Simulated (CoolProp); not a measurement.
R21 along the isotherm 199.85 °C: fugacity coefficient from the reference equation and from simpler models built on Tc = 179.6 °C, pc = 52.89 bar, ω = 0.206; each cubic takes its own stable root.

The numbers come from the reference Helmholtz-energy equation of state, Platzer 1990 in CoolProp. This equation is an older, rougher fit; its heat capacities, sound speeds and derivatives of the liquid may be far off and weren't checked against measurements.

| p (bar) | phase | reference |
|---|---|---|
| 0.251 | gas | 0.9986 |
| 0.476 | gas | 0.9974 |
| 0.902 | gas | 0.9951 |
| 1.71 | gas | 0.9907 |
| 3.24 | gas | 0.9824 |
| 6.14 | gas | 0.9668 |
| 11.6 | gas | 0.9373 |
| 22.1 | gas | 0.8810 |
| 41.8 | gas | 0.7757 |
| 79.3 | supercritical | 0.5679 |

Task: How far does each simpler model (van der Waals, Redlich-Kwong, Soave-Redlich-Kwong, Peng-Robinson) lie from the reference over these 10 states: mean and median of the absolute difference, and the worst?

Result: 
- van der Waals: mean 0.7 %, median 0.2 %, worst +2.7 % at 199.85 °C and 79.3 bar
- Redlich-Kwong: mean 0.1 %, median 0.1 %, worst -0.5 % at 199.85 °C and 41.8 bar
- Soave-Redlich-Kwong: mean 0.2 %, median 0.1 %, worst +1.9 % at 199.85 °C and 79.3 bar
- Peng-Robinson: mean 0.9 %, median 0.4 %, worst -2.6 % at 199.85 °C and 41.8 bar
